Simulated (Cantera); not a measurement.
Input: 1 mol C2H4, 0.023 mol NH3, 7.3 mol H2, held at 13300 Pa.

Equilibrium computed with Cantera from the NASA thermochemical tables; the gas is ideal and each condensed phase is pure. Candidate condensed phases: C, C6H6, C7H8, C8H18; 92 gas species. Kinetics and transport are ignored. All values below are at 2300 K.

Base state: H2 0.968, H 0.0261, C2H2 (acetylene) 0.00418, HCN 0.00103, N2 0.000651, HNC 9.40e-5, CH4 2.67e-5, CH3 1.35e-5 (mole fractions); condensed: C(graphite).

Task: What changes in the equilibrium state with this change: 0.012 mol CO2 added?

Result: 
```csv
species,before,after
H2,0.968,0.965
H,0.0261,0.0260
C2H2 (acetylene),0.00418,0.00417
CO,0,0.00253
CH4,2.67e-5,2.66e-5
CH3,1.35e-5,1.35e-5
HCN,0.00103,0.00103
HNC,9.40e-5,9.38e-5
N2,0.000651,0.000649
"C(graphite), mol",1.91,1.90
```
Further candidate phases: H2O.
